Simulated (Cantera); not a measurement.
Input: 1 mol AlN, 89 mol H₂, 6.2 mol Cl₂, equilibrated at 1600 K and 7.50 Torr.

Equilibrium computed with Cantera from the NASA thermochemical tables; the gas is ideal and each condensed phase is pure. Candidate condensed phases: Al, AlCl₃, AlN, NH₄Cl; 20 gas species. The tables' values for AlCl₂ are old estimates; treat these amounts as uncertain. Rates play no part.

Base state: H₂ 0.874, HCl 0.110, N₂ 0.00522, AlCl 0.00502, AlCl₃ 0.00360, AlCl₂ 0.00182, H 0.000508, Cl 5.06e-5 (mole fractions); condensed: gas only.

Problem. What changes in the equilibrium state with this change: temperature from 1600 K to 1448 K?

Solution. 
| species | before | after |
|---|---|---|
| H₂ | 0.874 | 0.883 |
| HCl | 0.110 | 0.102 |
| AlCl₃ | 0.00360 | 0.00854 |
| Cl | 5.06e-5 | 8.12e-6 |
| H | 0.000508 | 8.66e-5 |
